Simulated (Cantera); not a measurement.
Charge: 1 mol Fe(CO)₅, 0.91 mol CO, 0.13 mol N₂, 0.63 mol H₂, equilibrated at 730000 Pa.

Equilibrium computed with Cantera from the NASA thermochemical tables; the gas is ideal and each condensed phase is pure. Candidate condensed phases: C, C₆H₆, C₇H₈, C₈H₁₈, Fe, Fe(CO)₅, FeO, Fe(OH)₂, Fe(OH)₃, Fe₂O₃, Fe₃O₄, H₂O; 140 gas species. Iron dissolves carbon and melts from about 1420 K in contact with it, which pure phases cannot show. Condensed phases not in the tables: cementite and carbon dissolved in iron. Equilibrium is a limit: real reactors are often held back by kinetics, nucleation or transport.

Question: At 1600 K, list the 7 most abundant gas species with their mole fractions, and the condensed phases.

Answer: CO 0.884, H₂ 0.0939, N₂ 0.0195, CO₂ 0.00166, H₂O 0.000530, CH₄ 0.000105, HCN 8.75e-5. Condensed: C(graphite) + Fe(γ).
